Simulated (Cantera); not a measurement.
Input (Python, Cantera) and output of one run.

```python
import numpy as np
import cantera as ct

gas_names = """
    Mg MgN MgO MgS Mg2 N NO NO2 NO3 N2 N2O O O2 O3 S SN SO SO2 SO3 S2 S2O S8
""".split()
cond_names = """
    Mg(cr) Mg(L) MgO(s) MgO(L) MgS(s) MgSO4(s) MgSO4(L) S(cr1) S(cr2) S(L)
""".split()


# ... load() reads the species with a 1 bar reference pressure and builds the phases ...
atoms = {
    'MgO': {'Mg': 1, 'O': 1},
    'SO2': {'S': 1, 'O': 2},
    'N2': {'N': 2},
}
top_T = {'MgS(s)': 2250}  # K; cautious upper limits of use, not melting points


# ... equilibrate(T, P, feed) seeds the gas with the atoms and calls Mixture.equilibrate('TP', solver="vcs", rtol=1e-11, max_steps=5000) ...
results = []
feed = {'MgO': 1, 'SO2': 0.066, 'N2': 0.74}  # mol
T = 1548  # K
P = 28000  # Pa
mix = equilibrate(T, P, feed)
results.append((T, P, feed, dict(zip(mix.species_names, mix.species_moles))))
print(gas.report(threshold=0.0001))
for i in range(1, mix.n_phases):
    print(f"{mix.phase(i).name:16s} {mix.phase_moles(i):12.5e} mol")
```

Output:

```
       temperature   1548 K
          pressure   28000 Pa
           density   0.067363 kg/m^3
  mean mol. weight   30.965 kg/kmol
   phase of matter   gas

                          1 kg             1 kmol
                     ---------------   ---------------
          enthalpy        5.7474e+05        1.7797e+07  J
   internal energy        1.5908e+05        4.9259e+06  J
           entropy            8494.7        2.6304e+05  J/K
    Gibbs function       -1.2575e+07       -3.8939e+08  J
 heat capacity c_p            1186.3             36735  J/K
 heat capacity c_v            917.84             28421  J/K

                      mass frac. Y      mole frac. X     chem. pot. / RT
                     ---------------   ---------------   ---------------
                N2            0.8306           0.91809           -27.468
               SO2           0.16931          0.081844           -61.491
     [  +20 minor]        8.8257e-05        6.1929e-05

Mg(L)             0.00000e+00 mol
MgO(s)            1.00000e+00 mol
MgS(s)            0.00000e+00 mol
MgSO4(L)          0.00000e+00 mol
S(L)              0.00000e+00 mol
```

Method: chemical equilibrium by Gibbs-energy minimisation in Cantera with the NASA 1993 tables (ideal gas, pure condensed phases).
